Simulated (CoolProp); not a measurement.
A Linde-Hampson liquefier for dry air: isothermal reversible compression at 300 K from 1 atm to 30 MPa, throttling to 1 atm, return gas leaving the recuperator 10 K below the feed. Each further row changes one setting.

The numbers come from the reference Helmholtz-energy equation of state, Lemmon 2000 in CoolProp. It is a pseudo-pure fit of the blend.

```tsv
case	liquid yield per pass	compression work (kJ/kg of gas)
as stated	0.077	491
high pressure 60 MPa	[?]	[?]
warm-end temperature 330 K	0.052	[?]
warm-end gap 15 K	[?]	491
```

### Question
Fill in the missing entries.

### Answer

- high pressure 60 MPa, liquid yield per pass: 0.076
- high pressure 60 MPa, compression work (kJ/kg of gas): 565
- warm-end temperature 330 K, compression work (kJ/kg of gas): 544
- warm-end gap 15 K, liquid yield per pass: 0.066
